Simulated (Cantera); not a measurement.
An adiabatic, constant-pressure homogeneous reactor starts with 4.19 % CH4, 0.829 % C2H6, 19.9 % O2, 75.1 % N2, equivalence ratio 0.57, at 1198 K and 1.00 atm.

Model: GRI-Mech 3.0 (53 species, 325 reactions), integrated in Cantera.

Predict: time of steepest temperature rise; temperature at 0.300 s; equilibrium temperature; x(O2) at 0.300 s; x(H) at 0.300 s.


```json
{
  "time_of_steepest_temperature_rise": "2.87 ms",
  "temperature at 0.300 s": "2298 K",
  "equilibrium_temperature": "2298 K",
  "x(O2) at 0.300 s": "0.0804 (gas-phase equilibrium 0.0803)",
  "x(H) at 0.300 s": "0.000263 (gas-phase equilibrium 0.000262)"
}
```
